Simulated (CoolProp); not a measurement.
Properties of carbonyl sulfide along the isobar 65.3 bar.

Computed with CoolProp (reference Helmholtz-energy equation of state, Lemmon 2006). It is a short technical equation, of lower accuracy than the large ones.

```
T (°C)          phase       Z  cp (kJ/(kg K))  isothermal compressibility (1/MPa)
------  -------------  ------  --------------  ----------------------------------
95.15          liquid  0.1759           2.307                             0.03825
117.25  supercritical  0.5355           2.503                              0.4071
139.35  supercritical  0.6674           1.417                              0.2543
161.55  supercritical  0.7403           1.182                              0.2160
183.65  supercritical  0.7900           1.079                              0.1976
205.75  supercritical  0.8270           1.024                              0.1866
227.85  supercritical  0.8557          0.9903                              0.1792
249.95  supercritical  0.8787          0.9691                              0.1739
272.15  supercritical  0.8974          0.9553                              0.1700
294.25  supercritical  0.9129          0.9464                              0.1669
```
